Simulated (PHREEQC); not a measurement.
Dissolve 0.2 mol/kgw CdCl2 at 20 °C. It is in equilibrium with CO2 at log p = -3.5 (atm). Otherwise closed; pH follows from the charge balance.

Computed with PHREEQC (ion-association model, phreeqc.dat).

Each row changes one thing in this solution. This is a speciation only: nothing precipitates in the calculation.

```json
[
 {"case": "as made", "pH": "5.24", "ionic strength (mol/kgw)": "0.202", "Cl- (mol/kgw)": "0.172", "CO2 (mol/kgw)": "1.18e-5", "HCO3- (mol/kgw)": "1.18e-6", "CO3-2 (mol/kgw)": "2.05e-11"},
 {"case": "temperature from 20 to 60 °C", "pH": "5.09", "ionic strength (mol/kgw)": "0.197", "Cl- (mol/kgw)": "0.164", "CO2 (mol/kgw)": "4.97e-6", "HCO3- (mol/kgw)": "4.46e-7", "CO3-2 (mol/kgw)": "1.00e-11"},
 {"case": "CdCl2 from 0.2 to 0.3 mol/kgw", "pH": "5.18", "ionic strength (mol/kgw)": "0.269", "Cl- (mol/kgw)": "0.228", "CO2 (mol/kgw)": "1.16e-5", "HCO3- (mol/kgw)": "1.06e-6", "CO3-2 (mol/kgw)": "1.73e-11"},
 {"case": "CdCl2 replaced by NaCl at the same molality", "pH": "5.62", "ionic strength (mol/kgw)": "0.200", "Cl- (mol/kgw)": "0.200", "CO2 (mol/kgw)": "1.18e-5", "HCO3- (mol/kgw)": "2.83e-6", "CO3-2 (mol/kgw)": "1.19e-10"},
 {"case": "0.022 mol/kgw CO2 added", "pH": "5.24", "ionic strength (mol/kgw)": "0.202", "Cl- (mol/kgw)": "0.172", "CO2 (mol/kgw)": "1.18e-5", "HCO3- (mol/kgw)": "1.18e-6", "CO3-2 (mol/kgw)": "2.05e-11"},
 {"case": "CdCl2 from 0.2 to 0.22 mol/kgw", "pH": "5.22", "ionic strength (mol/kgw)": "0.216", "Cl- (mol/kgw)": "0.184", "CO2 (mol/kgw)": "1.18e-5", "HCO3- (mol/kgw)": "1.15e-6", "CO3-2 (mol/kgw)": "1.97e-11"}
]
```

At this temperature some constants are extrapolated from 25 °C, and those without enthalpy data are left unchanged.
